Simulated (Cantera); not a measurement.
Cantera run, input and output.

```python
import numpy as np
import cantera as ct

gas = ct.Solution("gri30.yaml")
gas.TPX = 1775, 101325, {'NO': 1, 'N2': 5.4}
reactor = ct.IdealGasConstPressureReactor(gas, energy="off", clone=False)
net = ct.ReactorNet([reactor])
net.rtol, net.atol = 1e-08, 1e-18
show = ['NO', 'O2', 'N2', 'O', 'N2O', 'NO2']
times = np.geomspace(0.0001, 300, 11)

steps = ct.SolutionArray(gas, extra=["t"])
rows = []
print(f"{'t/s':>10s}{'T/K':>9s}{'P/Pa':>11s}" + "".join(f"{s:>11s}" for s in show))
for t in times:
    while net.time < t:
        t_next = net.step()
        steps.append(gas.state, t=t_next)
    rows.append([np.interp(t, steps.t, y) for y in (steps.T, steps.P, *steps(*show).X.T)])
    print(f"{t:10.3e}{rows[-1][0]:9.1f}{rows[-1][1]:11.4g}" + "".join(f"{x:11.3e}" for x in rows[-1][2:]))
rate = np.gradient(steps.T, steps.t)
print("integrator steps:", len(steps.t))
if steps.T.max() > steps.T[0] + 200:
    print(f"time of steepest temperature rise: {steps.t[rate.argmax()]:.4e} s")
gas.TPX = 1775, 101325, {'NO': 1, 'N2': 5.4}
gas.equilibrate("TP")
print(f"equilibrium (TP): T = {gas.T:.1f} K  " + "  ".join(f"{s} {gas[s].X[0]:.3e}" for s in show))
```

Result:

```
       t/s      T/K       P/Pa         NO         O2         N2          O        N2O        NO2
 1.000e-04   1775.0  1.013e+05  1.562e-01  9.970e-10  8.438e-01  2.126e-07  4.461e-07  2.534e-07
 4.443e-04   1775.0  1.013e+05  1.562e-01  1.233e-08  8.438e-01  4.220e-07  1.839e-06  1.785e-06
 1.974e-03   1775.0  1.013e+05  1.562e-01  3.669e-07  8.438e-01  1.370e-06  5.994e-06  1.011e-05
 8.773e-03   1775.0  1.013e+05  1.561e-01  1.727e-05  8.438e-01  3.887e-06  1.002e-05  3.445e-05
 3.898e-02   1775.0  1.013e+05  1.558e-01  1.606e-04  8.439e-01  4.357e-06  1.017e-05  3.906e-05
 1.732e-01   1775.0  1.013e+05  1.545e-01  8.037e-04  8.446e-01  4.986e-06  9.997e-06  4.465e-05
 7.696e-01   1775.0  1.013e+05  1.489e-01  3.598e-03  8.474e-01  7.086e-06  9.265e-06  6.206e-05
 3.420e+00   1775.0  1.013e+05  1.270e-01  1.453e-02  8.584e-01  1.219e-05  6.722e-06  9.244e-05
 1.519e+01   1775.0  1.013e+05  7.068e-02  4.269e-02  8.865e-01  2.000e-05  2.148e-06  8.528e-05
 6.752e+01   1775.0  1.013e+05  1.529e-02  7.045e-02  9.142e-01  2.544e-05  2.417e-07  2.355e-05
 3.000e+02   1775.0  1.013e+05  2.775e-03  7.672e-02  9.205e-01  2.650e-05  1.576e-07  4.458e-06
integrator steps: 1149
equilibrium (TP): T = 1775.0 K  NO 2.504e-03  O2 7.685e-02  N2 9.206e-01  O 2.652e-05  N2O 1.572e-07  NO2 4.026e-06
```

Model: GRI-Mech 3.0 (53 species, 325 reactions), integrated in Cantera.
